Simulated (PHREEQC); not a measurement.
Solution (55 °C): 0.0011 mol Cu(BF4)2 and 0.073 mol H3BO3 per kg of water. Closed to the air; pH follows from the charge balance.

Computed with PHREEQC (ion-association model, phreeqc.dat).

This is a speciation only: nothing precipitates in the calculation.

Task: Estimate the pH, ionic strength.

Result: pH 3.08; ionic strength 0.00417 mol/kgw.

Task: In which forms is Cu present?

Result: Cu+2 99 %, CuF+ 1.1 % of the Cu.

Complexes and solids missing from the database can't appear. At this temperature some constants are extrapolated from 25 °C, and those without enthalpy data are left unchanged. Real BF4- forms and hydrolyses slowly; the run takes it at equilibrium.
